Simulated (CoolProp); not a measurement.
Saturation properties of oxygen.

Computed with CoolProp (reference Helmholtz-energy equation of state, Schmidt 1985).

```
T (K)  p (kPa)  liquid density (kg/m³)  vapour density (kg/m³)  liquid cp (kJ/(kg K))  surface tension (mN/m)  liquid conductivity (mW/(m K))
-----  -------  ----------------------  ----------------------  ---------------------  ----------------------  ------------------------------
111.3    593.7                    1028                   23.16                  1.819                    8.08                             120
114.2    718.2                    1011                   27.81                  1.849                    7.42                             116
117.2      [?]                   991.9                   33.36                  1.886                    6.75                             111
120.1     1028                     [?]                   39.54                  1.929                    6.12                             107
123       1212                   953.7                   46.62                  1.980                    5.49                             103
126        [?]                   932.5                     [?]                  2.043                    4.86                            98.5
128.9     1655                   911.0                   64.44                  2.120                    4.26                            94.2
131.9     1920                   887.3                   75.68                  2.219                    3.66                             [?]
134.8     2204                     [?]                   88.31                  2.344                    3.10                            85.7
137.8     2529                   835.2                   103.7                  2.518                    2.53                            81.4
140.7     2874                   805.9                   121.3                  2.757                    2.01                            77.2
143.6     3252                   772.8                   142.8                  3.118                    1.51                            73.1
```

Task: What belongs in the gaps?

Result: 
- 117.2, p (kPa): 865.8
- 120.1, liquid density (kg/m³): 973.2
- 126, p (kPa): 1425
- 126, vapour density (kg/m³): 55.05
- 131.9, liquid conductivity (mW/(m K)): 89.9
- 134.8, liquid density (kg/m³): 862.7

It boils at 90.2 K under 1 atm.

Thermal conductivity comes from a separate model (Lemmon 2004). Surface tension comes from a separate correlation (Mulero 2012).
